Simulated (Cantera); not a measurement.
# Nitride etching: BN + F2 + N2

A closed system holds: 1 mol BN, a varied amount of F2, 64 mol N2, held at 1098 K and 97.5 Torr.

Method: chemical equilibrium by Gibbs-energy minimisation in Cantera with the NASA 1993 tables (ideal gas, pure condensed phases). Candidate condensed phases: B, BN; 13 gas species. Rates play no part.

```csv
n(F2) (mol),x N2,x F,x F2,x BF3,x NF3,x NF2,n BN(s)
1.3,0.987,<1e-12,<1e-12,0.0133,<1e-12,<1e-12,0.133
1.6,0.982,0.00300,2.07e-5,0.0152,1.24e-9,4.38e-10,0
1.9,0.973,0.0115,0.000302,0.0151,6.89e-8,6.36e-9,0
2.3,0.962,0.0217,0.00108,0.0149,4.65e-7,2.27e-8,0
2.8,0.950,0.0332,0.00253,0.0147,1.65e-6,5.27e-8,0
3.4,0.935,0.0456,0.00476,0.0145,4.23e-6,9.84e-8,0
4.2,0.917,0.0602,0.00831,0.0142,9.66e-6,1.70e-7,0
5.1,0.899,0.0747,0.0128,0.0139,1.83e-5,2.59e-7,0
6.2,0.877,0.0903,0.0187,0.0136,3.20e-5,3.75e-7,0
7.5,0.854,0.107,0.0261,0.0132,5.18e-5,5.15e-7,0
9.1,0.828,0.124,0.0354,0.0128,8.05e-5,6.87e-7,0
```
x: gas mole fraction; n: condensed amount in mol.

At 1.3 mol F2 the condensed part is BN(s). From 1.6 mol F2 to 9.1 mol F2 nothing is condensed. The main B-bearing gas is BF3 throughout.
